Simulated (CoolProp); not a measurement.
Vapour pressure (MPa) of n-dodecane: the reference equation beside estimates from Tc = 385.0 °C, pc = 1.818 MPa, ω = 0.574. Clausius-Clapeyron is anchored at 135.85 °C with a constant enthalpy of vaporisation of 51.39 kJ/mol.

The numbers come from the reference Helmholtz-energy equation of state, Lemmon 2004 in CoolProp. It is a short technical equation, of lower accuracy than the large ones.

| T (°C) | reference | Lee-Kesler | Clausius-Clapeyron | van der Waals |
|---|---|---|---|---|
| 83.05 | 0.0008648 | 0.0008474 | 0.0009770 | 0.08480 |
| 109.45 | 0.003126 | 0.003066 | 0.003235 | 0.1313 |
| 135.85 | 0.009178 | 0.009053 | 0.009178 | 0.1929 |
| 162.25 | 0.02286 | 0.02272 | 0.02295 | 0.2715 |
| 188.65 | 0.04997 | 0.05000 | 0.05166 | 0.3689 |
| 215.05 | 0.09837 | 0.09891 | 0.1065 | 0.4868 |
| 241.45 | 0.1780 | 0.1794 | 0.2040 | 0.6265 |
| 267.85 | 0.3007 | 0.3031 | 0.3665 | 0.7893 |

Absolute difference from the reference over all 8 rows, mean and median: Lee-Kesler 1.0 and 0.8 %, Clausius-Clapeyron 8.1 and 5.9 %, van der Waals 2292.9 and 863.0 %.
